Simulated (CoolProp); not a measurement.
Properties of 1,2-dichloroethane along the isotherm 16.75 °C (Tc = 288.4 °C, pc = 52.26 bar, ω = 0.269).

Values from CoolProp's reference Helmholtz-energy equation of state, Thol 2015.

```json
[
 {"p (bar)": "47.5", "phase": "liquid", "density (kg/m³)": "1262", "speed of sound (m/s)": "1248", "Joule-Thomson coefficient (K/MPa)": "-0.4161", "expansivity (1/kK)": "1.109"},
 {"p (bar)": "95", "phase": "liquid", "density (kg/m³)": "1266", "speed of sound (m/s)": "1269", "Joule-Thomson coefficient (K/MPa)": "-0.4204", "expansivity (1/kK)": "1.083"},
 {"p (bar)": "143", "phase": "liquid", "density (kg/m³)": "1270", "speed of sound (m/s)": "…", "Joule-Thomson coefficient (K/MPa)": "-0.4244", "expansivity (1/kK)": "1.060"},
 {"p (bar)": "190", "phase": "liquid", "density (kg/m³)": "1274", "speed of sound (m/s)": "1310", "Joule-Thomson coefficient (K/MPa)": "-0.4279", "expansivity (1/kK)": "1.038"},
 {"p (bar)": "238", "phase": "liquid", "density (kg/m³)": "1278", "speed of sound (m/s)": "1329", "Joule-Thomson coefficient (K/MPa)": "-0.4312", "expansivity (1/kK)": "1.017"},
 {"p (bar)": "285", "phase": "liquid", "density (kg/m³)": "1282", "speed of sound (m/s)": "1347", "Joule-Thomson coefficient (K/MPa)": "…", "expansivity (1/kK)": "0.9985"},
 {"p (bar)": "333", "phase": "liquid", "density (kg/m³)": "1285", "speed of sound (m/s)": "1365", "Joule-Thomson coefficient (K/MPa)": "-0.4371", "expansivity (1/kK)": "0.9803"},
 {"p (bar)": "380", "phase": "liquid", "density (kg/m³)": "1289", "speed of sound (m/s)": "1382", "Joule-Thomson coefficient (K/MPa)": "…", "expansivity (1/kK)": "…"},
 {"p (bar)": "428", "phase": "liquid", "density (kg/m³)": "1292", "speed of sound (m/s)": "1399", "Joule-Thomson coefficient (K/MPa)": "-0.4421", "expansivity (1/kK)": "0.9474"},
 {"p (bar)": "475", "phase": "liquid", "density (kg/m³)": "1296", "speed of sound (m/s)": "1416", "Joule-Thomson coefficient (K/MPa)": "-0.4443", "expansivity (1/kK)": "0.9324"},
 {"p (bar)": "523", "phase": "liquid", "density (kg/m³)": "1299", "speed of sound (m/s)": "1432", "Joule-Thomson coefficient (K/MPa)": "-0.4464", "expansivity (1/kK)": "0.9178"}
]
```

Q: What belongs in the gaps?

A: 
- 143, speed of sound (m/s): 1290
- 285, Joule-Thomson coefficient (K/MPa): -0.4343
- 380, Joule-Thomson coefficient (K/MPa): -0.4397
- 380, expansivity (1/kK): 0.9635
